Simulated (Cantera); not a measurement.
An adiabatic, constant-pressure homogeneous reactor starts with CH₄ : C₂H₆ : O₂ : N₂ = 1 : 0.041 : 4.56 : 17.1 (molar parts), at 1373 K and 0.720 bar. Integrator tolerance rtol = 1e-08.

Computed with Cantera and GRI-Mech 3.0 (53 species, 325 reactions).

**Question.** What does this change do: pressure from 0.720 bar to 5.00 bar?

**Answer.** 
```csv
quantity,before,after
time of steepest temperature rise,1.70 ms,0.448 ms
temperature at 0.500 s,2285 K,2308 K
equilibrium temperature,2285 K,2308 K
x(CH₄) at 0.500 s,<1e-12 (gas-phase equilibrium <1e-12),<1e-12 (gas-phase equilibrium <1e-12)
x(C₂H₆) at 0.500 s,<1e-12 (gas-phase equilibrium <1e-12),<1e-12 (gas-phase equilibrium <1e-12)
x(O₂) at 0.500 s,0.0998 (gas-phase equilibrium 0.0998),0.0999 (gas-phase equilibrium 0.0999)
x(HCO) at 0.500 s,7.00e-11 (gas-phase equilibrium 6.99e-11),6.00e-11 (gas-phase equilibrium 6.00e-11)
x(CO₂) at 0.500 s,0.0456 (gas-phase equilibrium 0.0456),0.0467 (gas-phase equilibrium 0.0467)
```
